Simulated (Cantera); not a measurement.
**SiHCl3 + NH3 (silicon nitride deposition)**

Feed: 1 mol SiHCl3, a varied amount of NH3, held at 1427 °C and 5.60 Pa.

Cantera equilibrium calculation (NASA polynomials, part measured and part estimated; ideal gas, pure solids and liquids). Candidate condensed phases: NH4Cl, Si, Si3N4; 28 gas species. The tables' values for SiCl, SiCl3, SiN are old estimates; treat these amounts as uncertain. Rates play no part.

| n(NH3) (mol) | log p H2 | log p N2 | log p HCl | log p SiCl2 | log p H | log p Si | log p Cl | n Si(l) |
|---|---|---|---|---|---|---|---|---|
| 4.9 | -4.48 | -4.94 | -5.22 | -5.42 | -6.07 | -6.18 | -6.92 | 0 |
| 6.1 | -4.47 | -4.93 | -5.27 | -5.52 | -6.07 | -6.17 | -6.98 | 0.0128 |
| 7.6 | -4.45 | -4.92 | -5.32 | -5.64 | -6.06 | -6.17 | -7.04 | 0.0274 |
| 9.4 | -4.44 | -4.91 | -5.38 | -5.75 | -6.05 | -6.17 | -7.09 | 0.0338 |
| 12 | -4.43 | -4.90 | -5.44 | -5.89 | -6.05 | -6.17 | -7.16 | 0.0283 |
| 15 | -4.43 | -4.89 | -5.50 | -6.03 | -6.05 | -6.17 | -7.23 | 0.00732 |
| 18 | -4.42 | -4.89 | -5.55 | -6.14 | -6.04 | -6.18 | -7.28 | 0 |
| 23 | -4.42 | -4.88 | -5.62 | -6.32 | -6.04 | -6.22 | -7.35 | 0 |
| 29 | -4.41 | -4.88 | -5.69 | -6.50 | -6.04 | -6.26 | -7.42 | 0 |
| 36 | -4.41 | -4.87 | -5.75 | -6.68 | -6.04 | -6.30 | -7.49 | 0 |
| 44 | -4.40 | -4.87 | -5.82 | -6.86 | -6.03 | -6.35 | -7.56 | 0 |
log p: log10 of the partial pressure in bar; n: condensed amount in mol.

At 4.9 mol NH3 nothing is condensed. From 6.1 mol NH3 to 15 mol NH3 the condensed part is Si(l). From 18 mol NH3 to 44 mol NH3 nothing is condensed. The main Si-bearing gas is SiCl2 at 4.9 mol NH3 and Si at 44 mol NH3.
